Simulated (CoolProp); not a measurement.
Computed with CoolProp (reference Helmholtz-energy equation of state, Lemmon 2006). It is a short technical equation, of lower accuracy than the large ones.

Problem. Give the vapour pressure (MPa), liquid cp (kJ/(kg K)), vapour Z of saturated neopentane at 43.15, 99.75 °C.

Solution. 
```json
[
 {"T (°C)": "43.15", "p (MPa)": "0.295", "liquid cp (kJ/(kg K))": "2.42", "vapour Z": "0.906"},
 {"T (°C)": "99.75", "p (MPa)": "1.11", "liquid cp (kJ/(kg K))": "2.90", "vapour Z": "0.759"}
]
```
